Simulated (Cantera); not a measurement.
Stirred combustor or abatement burner

A perfectly stirred reactor is fed with 20.2 % H2, 10.5 % O2, 69.3 % N2, equivalence ratio 0.96, at 350000 Pa; it is adiabatic with a 475 K inlet, and is followed from long to short residence time, starting on the burning branch (τ in s: 0.35, 0.14, 0.055, 0.022, 0.0089, 0.0036, 0.0014, 0.00057, 0.00023, 9.1e-05).

Model: GRI-Mech 3.0 (53 species, 325 reactions), integrated in Cantera. The hydrogen kinetics of GRI-Mech 3.0 are dated; newer H2 mechanisms differ, most at raised pressure.

```csv
τ (s),T (K),x H2,x O2,x H2O2,x OH,x H2O,x NO2,x NO
0.35,1994,0.000718,0.00454,6.43e-8,0.000970,0.223,1.21e-7,0.000234
0.14,1992,0.000960,0.00467,7.96e-8,0.00111,0.223,7.71e-8,0.000141
0.055,1988,0.00142,0.00487,1.08e-7,0.00134,0.222,5.25e-8,9.26e-5
0.022,1981,0.00218,0.00517,1.52e-7,0.00166,0.221,3.73e-8,6.69e-5
0.0089,1970,0.00333,0.00566,2.17e-7,0.00210,0.219,2.64e-8,5.07e-5
0.0036,1953,0.00501,0.00638,3.08e-7,0.00265,0.217,1.88e-8,3.98e-5
0.0014,1927,0.00747,0.00749,4.42e-7,0.00336,0.213,1.41e-8,3.31e-5
0.00057,1890,0.0106,0.00897,6.26e-7,0.00414,0.209,1.18e-8,3.05e-5
0.00023,1838,0.0146,0.0110,9.19e-7,0.00491,0.202,1.09e-8,3.01e-5
9.1e-5,1764,0.0196,0.0138,1.45e-6,0.00550,0.194,1.03e-8,2.94e-5
```
x: mole fraction; the columns are a selection and need not sum to one.
